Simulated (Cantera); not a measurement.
**CaCO₃ + CO₂ + O₂ + H₂O (calcination and drying)**

Feed: 1 mol CaCO₃, 6 mol CO₂, 3.8 mol O₂, 3.4 mol H₂O, equilibrated at 0.100 bar.

Cantera equilibrium calculation (NASA polynomials, part measured and part estimated; ideal gas, pure solids and liquids). Candidate condensed phases: C, C₆H₆, C₇H₈, C₈H₁₈, Ca, CaCO₃, CaO, Ca(OH)₂, H₂O; 115 gas species. Kinetics and transport are ignored.

From 500 °C to 700 °C the condensed part is CaCO₃(calcite). From 750 °C to 800 °C the condensed part is CaO(s).

```tsv
T (°C)	log p CO₂	log p O₂	log p H₂O	log p OH	log p HO₂	log p O	n CaCO₃(calcite)	n CaO(s)
500	-1.34	-1.54	-1.59	-9.94	-12.01	<-13	1.00	0
550	-1.34	-1.54	-1.59	-9.27	-11.46	<-13	1.00	0
600	-1.34	-1.54	-1.59	-8.68	-10.98	-12.49	1.00	0
650	-1.34	-1.54	-1.59	-8.16	-10.55	-11.67	1.00	0
700	-1.34	-1.54	-1.59	-7.69	-10.16	-10.94	1.00	0
750	-1.31	-1.57	-1.62	-7.28	-9.85	-10.29	0	1.00
800	-1.31	-1.57	-1.62	-6.90	-9.54	-9.69	0	1.00
```
log p: log10 of the partial pressure in bar; n: condensed amount in mol.
